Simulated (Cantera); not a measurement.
A closed system holds: 1 mol C₃H₈, 1.1 mol H₂O, at 1.30 mbar.

Method: chemical equilibrium by Gibbs-energy minimisation in Cantera with the NASA 1993 tables (ideal gas, pure condensed phases). Candidate condensed phases: C, C₆H₆, C₇H₈, C₈H₁₈, H₂O; 110 gas species. Equilibrium is a limit: real reactors are often held back by kinetics, nucleation or transport.

At 2098 K, list the 4 most abundant gas species with their mole fractions, and the condensed phases.

H₂ 0.754, CO 0.171, H 0.0741, C₂H₂ (acetylene) 0.00108. Condensed: C(graphite).
